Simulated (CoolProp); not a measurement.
The numbers come from the reference Helmholtz-energy equation of state, Lemmon 2016 in CoolProp.

Problem. Give the vapour pressure (kPa), liquid density (kg/m³), enthalpy of vaporisation (kJ/kg), liquid cp (kJ/(kg K)) of saturated R365MFC at 432.2 K.

Solution. 
```
T (K)  p (kPa)  liquid density (kg/m³)  enthalpy of vaporisation (kJ/kg)  liquid cp (kJ/(kg K))
-----  -------  ----------------------  --------------------------------  ---------------------
432.2     2000                     855                              99.4                   2.02
```
